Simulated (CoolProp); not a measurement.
Model: reference Helmholtz-energy equation of state, Zhou 2012, in CoolProp.

Problem. For ethylbenzene, give the phase and the cp (kJ/(kg K)), cv (kJ/(kg K)), speed of sound (m/s), Joule-Thomson coefficient (K/MPa) at 532.8 K and 101 kPa; 570.2 K and 101 kPa.

Solution. 
- 532.8 K and 101 kPa: gas; cp 2.06, cv 1.97, speed of sound 205, Joule-Thomson coefficient 11.6
- 570.2 K and 101 kPa: gas; cp 2.16, cv 2.08, speed of sound 213, Joule-Thomson coefficient 9.13
